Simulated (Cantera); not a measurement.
A perfectly stirred reactor is fed with 24.4 % NH3, 75.6 % N2, at 0.0263 atm; it is held at 2048 K, and followed from long to short residence time.

Computed with Cantera and the gas-phase N/H chemistry of the illustrative SiF4/NH3 mechanism in the Surface Chemkin manual (1991). Walls and surfaces, which speed up NH3 decomposition in real reactors, are not modelled.

One state of this run: x NH3 = 0.132; x NH2 = 0.000548; x H2 = 0.135; x N2H4 = 2.53e-9; x N = 1.96e-6; x NH = 1.93e-5; x N2H2 = 1.55e-6. x: mole fraction; the columns are a selection and need not sum to one.

Q: Which value of τ (s) does it belong to?
(A) 0.035
(B) 13
(C) 0.0033
(D) 0.37

A: D, 0.37
